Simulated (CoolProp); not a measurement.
Vapour-liquid equilibrium of toluene (1) + ethylbenzene (2) at 2.34 bar; x and y are mole fractions of (1).

Model: multi-fluid Helmholtz-energy mixture model, Lemmon 2006 and Zhou 2012; pair parameters Bell 2016, in CoolProp.

Give the bubble temperature and the first vapour's composition at x = 0.2, 0.65, 0.8. Is there an azeotrope?

x = 0.2: 163.7 °C, y = 0.302; x = 0.65: 151.4 °C, y = 0.768; x = 0.8: 147.7 °C, y = 0.881. No azeotrope shows between x = 0.05 and 0.95.

Pair parameters are fitted to limited data, so mixtures are less certain than the pure fluids.
